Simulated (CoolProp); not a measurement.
Saturation properties of octamethyltrisiloxane (MDM).

Values from CoolProp's reference Helmholtz-energy equation of state, Thol 2017.

```
T (K)  p (bar)  vapour density (kg/m³)  enthalpy of vaporisation (kJ/kg)  liquid cp (kJ/(kg K))  surface tension (mN/m)
-----  -------  ----------------------  --------------------------------  ---------------------  ----------------------
416.3   0.7883                     ___                             156.8                    ___                    7.02
421.7   0.9131                   6.616                             154.4                  2.101                    6.64
427.2    1.056                   7.612                               ___                  2.117                    6.27
432.7    1.215                   8.724                             149.3                    ___                    5.91
438.1    1.388                   9.940                             146.8                  2.148                    5.55
443.6      ___                   11.32                               ___                  2.164                    5.20
449.1      ___                   12.85                             141.4                  2.181                     ___
454.5    2.034                   14.51                             138.6                  2.198                    4.53
```

Question: Some entries are withheld; supply them.

Answer: 
- 416.3, vapour density (kg/m³): 5.743
- 416.3, liquid cp (kJ/(kg K)): 2.086
- 427.2, enthalpy of vaporisation (kJ/kg): 151.9
- 432.7, liquid cp (kJ/(kg K)): 2.132
- 443.6, p (bar): 1.584
- 443.6, enthalpy of vaporisation (kJ/kg): 144.1
- 449.1, p (bar): 1.800
- 449.1, surface tension (mN/m): 4.86

It boils at 425.6 K under 1 atm.

Surface tension comes from a separate correlation (Mulero 2014), older than this fluid's equation and unchecked against measurements.
